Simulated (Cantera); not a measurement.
Cantera run:

```python
import numpy as np
import cantera as ct

gas_names = """
    H H2 N NH NH2 NH3 N2 N2H2 N2H4 Si SiH SiH2 SiH3 SiH4 SiN Si2 Si2N Si3
""".split()
cond_names = """
    Si(cr) Si(L) Si3N4(a)
""".split()


# ... load() reads the species with a 1 bar reference pressure and builds the phases ...
atoms = {
    'SiH4': {'Si': 1, 'H': 4},
    'NH3': {'N': 1, 'H': 3},
}
top_T = {'Si3N4(a)': 2400}  # K; cautious upper limits of use, not melting points


# ... equilibrate(T, P, feed) seeds the gas with the atoms and calls Mixture.equilibrate('TP', solver="vcs", rtol=1e-11, max_steps=5000) ...
results = []
feed = {'SiH4': 1, 'NH3': 45}  # mol
T = 925  # K
P = 49000  # Pa
mix = equilibrate(T, P, feed)
results.append((T, P, feed, dict(zip(mix.species_names, mix.species_moles))))
x = sorted(zip(gas.X, gas.species_names), reverse=True)
print(f"T = {T:g} K  P = {P:g} Pa  gas = {mix.phase_moles(0):.4g} mol")
print("   x: " + "  ".join(f"{s} {v:.3e}" for v, s in x if v > 1e-06))
print("   condensed (mol): " + ("  ".join(f"{mix.phase(i).name} {mix.phase_moles(i):.4g}"
      for i in range(1, mix.n_phases) if mix.phase_moles(i) > 1e-12) or "none"))
```

Result:

```
T = 925 K  P = 49000 Pa  gas = 91.32 mol
   x: H2 7.608e-01  N2 2.390e-01  NH3 1.581e-04
   condensed (mol): Si3N4(a) 0.3333
```

Cantera equilibrium calculation (NASA polynomials, part measured and part estimated; ideal gas, pure solids and liquids).
